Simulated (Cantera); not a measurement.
# Abatement and gas-phase synthesis: PH₃ + O₂ + H₂

Charge: 1 mol PH₃, 0.018 mol O₂, 0.61 mol H₂, held at 0.100 bar.

Equilibrium computed with Cantera from the NASA thermochemical tables; the gas is ideal and each condensed phase is pure. Candidate condensed phases: H₂O, P, P₄O₁₀; 17 gas species. Gases not in the tables: HPO₂, HPO₃ and P₄O₆. Rates play no part.

From 1950 K to 3150 K nothing is condensed.

| T (K) | x H₂ | x H | x P₂ | x P | x PO |
|---|---|---|---|---|---|
| 1950 | 0.795 | 0.00323 | 0.187 | 0.000386 | 0.00557 |
| 2050 | 0.793 | 0.00639 | 0.186 | 0.000812 | 0.00707 |
| 2150 | 0.788 | 0.0118 | 0.184 | 0.00160 | 0.00840 |
| 2250 | 0.780 | 0.0207 | 0.182 | 0.00295 | 0.00949 |
| 2350 | 0.767 | 0.0345 | 0.179 | 0.00515 | 0.0103 |
| 2450 | 0.748 | 0.0549 | 0.174 | 0.00857 | 0.0109 |
| 2550 | 0.720 | 0.0837 | 0.168 | 0.0136 | 0.0112 |
| 2650 | 0.682 | 0.122 | 0.160 | 0.0208 | 0.0113 |
| 2750 | 0.634 | 0.172 | 0.149 | 0.0304 | 0.0112 |
| 2850 | 0.574 | 0.233 | 0.136 | 0.0426 | 0.0110 |
| 2950 | 0.504 | 0.303 | 0.120 | 0.0575 | 0.0106 |
| 3050 | 0.428 | 0.380 | 0.103 | 0.0745 | 0.0100 |
| 3150 | 0.350 | 0.458 | 0.0848 | 0.0929 | 0.00943 |
x: gas mole fraction; nothing condenses.
